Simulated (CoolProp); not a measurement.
The numbers come from the reference Helmholtz-energy equation of state, Akasaka 2023 in CoolProp.

Q: For R1336mzz(E), give the phase and the Z, speed of sound (m/s) at 274.9 K and 3.57 MPa; 376.2 K and 3.57 MPa.

A: 
- 274.9 K and 3.57 MPa: liquid; Z 0.183, speed of sound 699
- 376.2 K and 3.57 MPa: liquid; Z 0.179, speed of sound 264
